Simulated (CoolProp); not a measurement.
R123 at 255.93 K and 1.08 MPa flows at 0.44 m/s in a round tube of 4.6 mm bore and 1.5 µm roughness, fully developed (64/Re and Nu = 3.66 if laminar; Colebrook and Gnielinski if turbulent). Each further row changes one setting.

The numbers come from the reference Helmholtz-energy equation of state, Younglove 1994 in CoolProp. It is a modified Benedict-Webb-Rubin equation, recast in Helmholtz form.

| case | Reynolds number | Darcy friction factor | pressure drop (Pa/m) | heat-transfer coefficient (W/(m² K)) | mass flow (kg/h) |
|---|---|---|---|---|---|
| as stated | 4430 | 0.0391 | 1290 | 704 | 41.3 |
| velocity 0.88 m/s | 8870 | 0.0324 | 4270 | 1430 | 82.6 |
| diameter 9.2 mm | 8870 | 0.0321 | 530 | 711 | 165 |

Viscosity comes from a separate model (Tanaka 1996). Thermal conductivity comes from a separate model (Laesecke 1996).
